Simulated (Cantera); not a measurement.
A Cantera script and what it prints.

```python
import numpy as np
import cantera as ct

gas_names = """
    CL CLO CL2 H HCL HOCL HO2 H2 H2O H2O2 O OH O2 O3 Si SiCL SiCL2 SiCL3 SiCL4 SiH SiHCL3 SiH2 SiH2CL2
    SiH3 SiH3CL SiH4 SiO SiO2 Si2 Si3
""".split()
cond_names = """
    H2O(s) H2O(L) Si(cr) Si(L) SiO2(Lqz) SiO2(hqz) SiO2(L)
""".split()


# ... load() reads the species with a 1 bar reference pressure and builds the phases ...
atoms = {
    'SiCl4': {'Si': 1, 'CL': 4},
    'H2O': {'H': 2, 'O': 1},
    'H2': {'H': 2},
    'O3': {'O': 3},
}
top_T = {}  # K; cautious upper limits of use, not melting points


# ... equilibrate(T, P, feed) seeds the gas with the atoms and calls Mixture.equilibrate('TP', solver="vcs", rtol=1e-11, max_steps=5000) ...
results = []
feed = {'SiCl4': 1, 'H2O': 0.35, 'H2': 35, 'O3': 0.93}  # mol
T = 2050  # K
for P in [5, 26, 140, 710, 3700, 19000, 100000]:
    mix = equilibrate(T, P, feed)
    results.append((T, P, feed, dict(zip(mix.species_names, mix.species_moles))))

top = {s: max(r[3][s] / sum(r[3][g] for g in gas_names) for r in results) for s in gas_names}
cols = sorted((s for s in top if top[s] > 1e-05), key=lambda s: -top[s])[:6]
seen = [c for c in cond_names if any(r[3].get(c, 0) > 1e-12 for r in results)]
print("log10 of partial pressures in bar; condensed amounts in mol")
print(f"{'P/Pa':>10s}" + "".join(f"{s[:9]:>10s}" for s in cols + seen))
for T, P, feed, n in results:
    ng = sum(n[g] for g in gas_names)
    print(f"{P:10.4g}" + "".join(f"{np.log10(max(n[s] / ng * P / 1e5, 1e-99)):10.3f}" for s in cols)
          + "".join(f"{n.get(c, 0):10.4g}" for c in seen))
```

Result:

```
log10 of partial pressures in bar; condensed amounts in mol
      P/Pa        H2         H       HCL       H2O       SiO        CL   SiO2(L)
         5    -4.529    -4.909    -5.463    -5.643    -5.948    -5.974         0
        26    -3.735    -4.512    -4.647    -4.877    -5.198    -5.554         0
       140    -2.970    -4.129    -3.870    -4.124    -4.451    -5.160         0
       710    -2.250    -3.769    -3.146    -3.409    -3.738    -4.796         0
      3700    -1.526    -3.407    -2.420    -2.688    -3.018    -4.432         0
   1.9e+04    -0.802    -3.045    -1.701    -2.069    -2.546    -4.075    0.4303
     1e+05    -0.069    -2.679    -0.973    -1.466    -2.415    -3.714    0.8556
```

These are equilibrium values from Cantera (NASA tables, ideal gas, pure condensed phases), not measurements of a reactor. The tables hold silica as quartz up to 1696 K and as liquid above; real silica turns to tridymite and cristobalite and melts near 1996 K. Gases not in the tables: Si(OH)4.
